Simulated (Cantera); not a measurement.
**Thermodynamics of hydrogen reduction and annealing atmospheres, feed ZrO2 + H2 + N2**

Feed: 1 mol ZrO2, 410 mol H2, 9 mol N2.

Equilibrium computed with Cantera from the NASA thermochemical tables; the gas is ideal and each condensed phase is pure. Candidate condensed phases: H2O, Zr, ZrN, ZrO2; 28 gas species. Mutual solubility and eutectic melting of coexisting phases are not modelled. ZrN: taken at fixed stoichiometry. Condensed phases not in the tables: solid solutions among these carbides, nitrides and lower oxides. Equilibrium is a limit: real reactors are often held back by kinetics, nucleation or transport.

Stable condensed phases:

```
T in K \ P in Pa
              10      42     180     750    3200   13000   56000  240000 1000000
   2198        A       A       A       B       B       B       B       B       B
   2148        A       A       A       B       B       B       B       B       B
   2098        A       A       B       B       B       B       B       B       B
   2048        A       A       B       B       B       B       B       B       B
   1998        A       B       B       B       B       B       B       B       B
   1948        A       B       B       B       B       B       B       B       B
   1898        B       B       B       B       B       B       B       B       B
   1848        B       B       B       B       B       B       B       B       B
   1798        B       B       B       B       B       B       B       B       B
   1748        B       B       B       B       B       B       B       B       B
   1698        B       B       B       B       B       B       B       B       B
```

A: ZrO2; B: ZrN + ZrO2.
